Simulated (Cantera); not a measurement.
Input: 1 mol C₃H₈, 0.12 mol NH₃, at 12000 Pa.

Equilibrium computed with Cantera from the NASA thermochemical tables; the gas is ideal and each condensed phase is pure. Candidate condensed phases: C, C₆H₆, C₇H₈, C₈H₁₈; 92 gas species. Kinetics and transport are ignored.

x: gas mole fraction; n: condensed amount in mol.

| T (°C) | x H₂ | x H | x C₂H₂ (acetylene) | x N₂ | x HCN | x HNC | n C(graphite) |
|---|---|---|---|---|---|---|---|
| 2000 | 0.956 | 0.0237 | 0.00361 | 0.0118 | 0.00402 | ___ | 2.95 |
| 2050 | 0.948 | 0.0306 | 0.00459 | 0.0114 | 0.00458 | ___ | 2.94 |
| 2100 | 0.938 | 0.0391 | 0.00577 | 0.0110 | 0.00516 | ___ | 2.92 |
| 2150 | 0.926 | 0.0493 | 0.00717 | 0.0106 | 0.00576 | ___ | 2.91 |
| 2200 | 0.912 | 0.0615 | 0.00880 | 0.0102 | 0.00637 | ___ | 2.89 |
| 2250 | 0.896 | 0.0759 | 0.0107 | 0.00968 | 0.00698 | ___ | 2.87 |
| 2300 | 0.876 | 0.0928 | 0.0128 | 0.00919 | 0.00759 | ___ | 2.85 |
| 2350 | 0.854 | 0.112 | 0.0151 | 0.00868 | 0.00817 | ___ | 2.82 |
| 2400 | 0.829 | 0.135 | 0.0177 | 0.00816 | 0.00872 | ___ | 2.79 |
| 2450 | 0.800 | 0.160 | 0.0205 | 0.00764 | 0.00923 | ___ | 2.75 |
| 2500 | 0.769 | 0.188 | 0.0234 | 0.00712 | 0.00968 | ___ | 2.71 |
| 2550 | 0.734 | 0.219 | 0.0264 | 0.00660 | 0.0101 | ___ | 2.67 |

### Question
What belongs in the gaps?

### Answer

- 2000, x HNC: 0.000353
- 2050, x HNC: 0.000430
- 2100, x HNC: 0.000517
- 2150, x HNC: 0.000615
- 2200, x HNC: 0.000723
- 2250, x HNC: 0.000839
- 2300, x HNC: 0.000964
- 2350, x HNC: 0.00110
- 2400, x HNC: 0.00123
- 2450, x HNC: 0.00137
- 2500, x HNC: 0.00150
- 2550, x HNC: 0.00164
